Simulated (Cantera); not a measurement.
Input: 1 mol SiCl4, 2.4 mol Cl2, 1.7 mol H2, held at 1200 K and 1.40 bar.

Cantera equilibrium calculation (NASA polynomials, part measured and part estimated; ideal gas, pure solids and liquids). Candidate condensed phases: Si; 19 gas species. Kinetics and transport are ignored.

Base state: HCl 0.666, SiCl4 0.196, Cl2 0.136, Cl 0.00148 (mole fractions); condensed: gas only.

Q: What changes in the equilibrium state with this change: H2 from 1.7 to 0.5 mol?

A: 
```
species   before    after
-------  -------  -------
Cl2        0.136    0.485
HCl        0.666    0.256
SiCl4      0.196    0.256
Cl       0.00148  0.00278
```
